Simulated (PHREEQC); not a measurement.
Dissolve 0.98 mol Na2SO4 and 0.63 mol CaCl2 per kg of water at 25 °C. Closed to the air; pH follows from the charge balance.

Model: ion-association model, wateq4f.dat, run in PHREEQC.

Task: The ionic strength comes out as 2.83 mol/kgw. What activity coefficients do Cl-, Na+, NaSO4-, Ca+2, SO4-2 get?

Result: Cl- 0.56, Na+ 0.88, NaSO4- 0.61, Ca+2 0.36, SO4-2 0.094.

No solid was allowed to form. Saturation is exceeded, for instance for Gypsum; the values hold only as long as no solid forms. Ionic strength above about 0.7 mol/kgw puts this run outside the model's range.
